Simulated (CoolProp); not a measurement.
Vapour-liquid equilibrium of R143a (1) + isobutene (2) at 334 kPa; x and y are mole fractions of (1).

Computed with CoolProp (multi-fluid Helmholtz-energy mixture model, Lemmon and Jacobsen 2000 and Lemmon 2005; pair parameters Bell 2016).

```csv
x,bubble temperature (°C),y at the bubble point,dew temperature at overall composition x (°C),liquid density (mol/L)
0.05,17.6,0.288,26.4,10.67
0.125,7.3,0.516,23.8,10.95
0.2,1.0,0.633,21.0,11.16
0.275,-3.2,0.701,18.1,11.32
0.35,[?],0.747,15.1,[?]
0.425,-8.4,0.781,11.7,11.60
0.5,-10.1,0.809,8.1,11.74
0.575,-11.6,0.834,4.2,11.88
0.65,-13.0,0.858,-0.1,12.03
0.725,-14.3,0.883,-4.7,12.19
0.8,-15.5,0.909,-9.6,12.36
0.875,-16.6,0.939,-13.9,12.55
0.95,-17.7,0.974,-17.0,[?]
```

Task: What belongs in the gaps?

Result: 
- 0.35, bubble temperature (°C): -6.2
- 0.35, liquid density (mol/L): 11.47
- 0.95, liquid density (mol/L): 12.75

No azeotrope shows between x = 0.05 and 0.95.

The pair parameters rest on a limited set of measurements; away from them the model extrapolates.
